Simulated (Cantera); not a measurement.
A freely propagating, adiabatic, planar premixed flame of 10.2 % CH4, 0.459 % CO, 18.8 % O2, 70.5 % N2, equivalence ratio 1.1, unburnt at 373 K and 0.120 bar; unity-Lewis-number transport, grid criteria slope 0.08 and curve 0.16, no radiation.

Cantera simulation using GRI-Mech 3.0 (53 species, 325 reactions); the numbers are that mechanism's predictions, not measurements. Unity Lewis numbers drop preferential diffusion, which matters most where H2 and H carry the flame. Burning velocities carry a grid error of a few per cent, more on coarse grids.

x: mole fraction of selected species; z is measured from the peak of heat release.

```
z (mm)  T (K)  u (m/s)     x CH4     x CO    x O2   x H2O2       x H    x NO2
------  -----  -------  --------  -------  ------  -------  --------  -------
-9.25     373    0.551     0.102  0.00460   0.188    <1e-8     <1e-8    <1e-8
-6.16     374    0.553     0.102  0.00465   0.188    <1e-8     <1e-8    <1e-8
-4.62     382    0.565     0.101  0.00493   0.187      [?]     <1e-8  1.18e-8
-3.08     448    0.663    0.0971  0.00730   0.181      [?]   2.60e-8  6.89e-8
-1.54     867     1.30    0.0670   0.0235   0.138      [?]   4.23e-5  6.82e-8
-0.771   1286     1.96    0.0339   0.0414  0.0912      [?]  0.000754  1.79e-8
0        1678     2.60   0.00538   0.0566  0.0418      [?]   0.00738    <1e-8
0.771    1791     2.79  0.000163   0.0525  0.0213  7.73e-8    0.0165    <1e-8
1.54     1812     2.82   2.85e-6   0.0462  0.0172  7.43e-8    0.0194    <1e-8
3.08     1836     2.85     <1e-8   0.0414  0.0153      [?]    0.0198    <1e-8
6.16     1870     2.90     <1e-8   0.0398  0.0141      [?]    0.0180    <1e-8
12.3     1921     2.97     <1e-8   0.0390  0.0127      [?]    0.0148    <1e-8
24.7     1987     3.05     <1e-8   0.0377  0.0106      [?]    0.0110    <1e-8
```

Q: Complete the blanks.

A: 
- -4.62, x H2O2: 6.13e-8
- -3.08, x H2O2: 3.82e-7
- -1.54, x H2O2: 1.48e-6
- -0.771, x H2O2: 1.80e-6
- 0, x H2O2: 2.79e-7
- 3.08, x H2O2: 6.71e-8
- 6.16, x H2O2: 5.68e-8
- 12.3, x H2O2: 4.42e-8
- 24.7, x H2O2: 3.20e-8
